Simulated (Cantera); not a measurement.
Cantera run:

```python
import numpy as np
import cantera as ct

gas_names = """
    Ca CaCL CaCL2 CaO Ca2 CL CLO CL2 O O2 O3
""".split()
cond_names = """
    Ca(a) Ca(b) Ca(L) CaCL2(s) CaCL2(L) CaO(s) CaO(L)
""".split()


# ... load() reads the species with a 1 bar reference pressure and builds the phases ...
atoms = {
    'CaO': {'Ca': 1, 'O': 1},
    'Cl2': {'CL': 2},
}
top_T = {}  # K; cautious upper limits of use, not melting points


# ... equilibrate(T, P, feed) seeds the gas with the atoms and calls Mixture.equilibrate('TP', solver="vcs", rtol=1e-11, max_steps=5000) ...
results = []
T = 1398.15  # K
P = 1  # Pa
for m in [2, 2.8, 3.6, 4.3, 5.1, 5.8, 6.6, 7.4, 8.1, 8.9, 9.6]:
    feed = {'CaO': 1, 'Cl2': m}  # mol
    mix = equilibrate(T, P, feed)
    results.append((T, P, feed, dict(zip(mix.species_names, mix.species_moles))))

top = {s: max(r[3][s] / sum(r[3][g] for g in gas_names) for r in results) for s in gas_names}
cols = sorted((s for s in top if top[s] > 0.0001), key=lambda s: -top[s])[:7]
seen = [c for c in cond_names if any(r[3].get(c, 0) > 1e-12 for r in results)]
print("log10 of partial pressures in bar; condensed amounts in mol")
print(f"{'n(Cl2)':>10s}" + "".join(f"{s[:9]:>10s}" for s in cols + seen))
for T, P, feed, n in results:
    ng = sum(n[g] for g in gas_names)
    print(f"{feed['Cl2']:10.4g}" + "".join(f"{np.log10(max(n[s] / ng * P / 1e5, 1e-99)):10.3f}" for s in cols)
          + "".join(f"{n.get(c, 0):10.4g}" for c in seen))
```

Output:

```
log10 of partial pressures in bar; condensed amounts in mol
    n(Cl2)        CL     CaCL2        O2       CL2         O
         2    -5.248    -5.542    -5.844    -7.390    -8.958
       2.8    -5.156    -5.705    -6.006    -7.208    -9.040
       3.6    -5.115    -5.823    -6.124    -7.126    -9.099
       4.3    -5.094    -5.905    -6.206    -7.083    -9.140
       5.1    -5.078    -5.983    -6.284    -7.052    -9.179
       5.8    -5.068    -6.041    -6.343    -7.032    -9.208
       6.6    -5.060    -6.100    -6.401    -7.015    -9.237
       7.4    -5.054    -6.151    -6.453    -7.002    -9.263
       8.1    -5.049    -6.192    -6.493    -6.993    -9.283
       8.9    -5.045    -6.234    -6.535    -6.985    -9.304
       9.6    -5.042    -6.267    -6.569    -6.978    -9.321
```

Cantera equilibrium calculation (NASA polynomials, part measured and part estimated; ideal gas, pure solids and liquids).
